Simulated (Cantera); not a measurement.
What does this Cantera script print?

```python
import numpy as np
import cantera as ct

gas_names = [...]  # 118 gases of nasa_gas.yaml made of C, Cl, F, H
cond_names = """
    C(gr) C6H6(L) C7H8(L) C8H18(L),n-octa
""".split()


# ... load() reads the species with a 1 bar reference pressure and builds the phases ...
atoms = {
    'CHF3': {'C': 1, 'H': 1, 'F': 3},
    'HCl': {'H': 1, 'CL': 1},
    'H2': {'H': 2},
}
top_T = {'C(gr)': 4500}  # K; cautious upper limits of use, not melting points


# ... equilibrate(T, P, feed) seeds the gas with the atoms and calls Mixture.equilibrate('TP', solver="vcs", rtol=1e-11, max_steps=5000) ...
results = []
feed = {'CHF3': 1, 'HCl': 0.14, 'H2': 0.12}  # mol
T = 2500  # K
P = 1.5  # Pa
mix = equilibrate(T, P, feed)
results.append((T, P, feed, dict(zip(mix.species_names, mix.species_moles))))
x = sorted(zip(gas.X, gas.species_names), reverse=True)
print(f"T = {T:g} K  P = {P:g} Pa  gas = {mix.phase_moles(0):.4g} mol")
print("   x: " + "  ".join(f"{s} {v:.3e}" for v, s in x if v > 0.001))
print("   condensed (mol): " + ("  ".join(f"{mix.phase(i).name} {mix.phase_moles(i):.4g}"
      for i in range(1, mix.n_phases) if mix.phase_moles(i) > 1e-12) or "none"))
```

Output:

```
T = 2500 K  P = 1.5 Pa  gas = 3.511 mol
   x: F 5.030e-01  HF 3.343e-01  H 5.852e-02  CL 3.980e-02  C3 3.314e-02  CF 1.642e-02  C 1.110e-02  C2 3.053e-03
   condensed (mol): C(gr) 0.5291
```

Method: chemical equilibrium by Gibbs-energy minimisation in Cantera with the NASA 1993 tables (ideal gas, pure condensed phases).
